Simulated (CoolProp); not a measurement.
Computed with CoolProp (reference Helmholtz-energy equation of state, Lemmon 2013).

### Question
For propylene, give the phase and the speed of sound (m/s), Joule-Thomson coefficient (K/MPa), isothermal compressibility (1/MPa) at 417 K and 45500 kPa.

### Answer
- 417 K and 45500 kPa: supercritical; speed of sound 806, Joule-Thomson coefficient -0.178, isothermal compressibility 0.00441
